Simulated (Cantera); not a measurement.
Mixture: CO : H2 : O2 : N2 : H2O = 1 : 0.11 : 0.326 : 1.23 : 0.58 (molar parts), at 100000 Pa, adiabatic and at constant pressure. Ignition delay is the time to a rise of 400 K.

Computed with Cantera and GRI-Mech 3.0 (53 species, 325 reactions).

Problem. Predict: delay at 998 K; delay at 1048 K; delay at 1098 K; delay at 1148 K; delay at 1198 K; delay at 1248 K; apparent activation energy between 1148 and 1248 K.

Solution. 
```
Item                                                    Value
--------------------------------------------------  ---------
delay at 998 K                                        5.36 ms
delay at 1048 K                                       1.11 ms
delay at 1098 K                                      0.399 ms
delay at 1148 K                                      0.218 ms
delay at 1198 K                                      0.146 ms
delay at 1248 K                                      0.108 ms
apparent activation energy between 1148 and 1248 K  83 kJ/mol
```
